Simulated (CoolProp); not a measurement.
R21 at several states: fugacity coefficient from the reference equation and from simpler models built on Tc = 452.7 K, pc = 5.289 MPa, ω = 0.206; each cubic takes its own stable root.

Model: reference Helmholtz-energy equation of state, Platzer 1990, in CoolProp. This equation is an older, rougher fit; its heat capacities, sound speeds and derivatives of the liquid may be far off and weren't checked against measurements.

```
T (K)  p (MPa)   phase  reference  van der Waals  Redlich-Kwong  Soave-Redlich-Kwong  Peng-Robinson
-----  -------  ------  ---------  -------------  -------------  -------------------  -------------
223       5.97  liquid   0.001034            ___       0.002039             0.001050            ___
242.4   0.0147     gas     0.9910         0.9966         0.9948               0.9943         0.9942
463.5    0.104     gas     0.9939         0.9945         0.9937               0.9938         0.9931
390.5     3.25  liquid        ___         0.6871            ___               0.4921            ___
```

Some entries are withheld; supply them.


- 223, van der Waals: 0.03000
- 223, Peng-Robinson: 0.001106
- 390.5, reference: 0.4794
- 390.5, Redlich-Kwong: 0.5471
- 390.5, Peng-Robinson: 0.4780
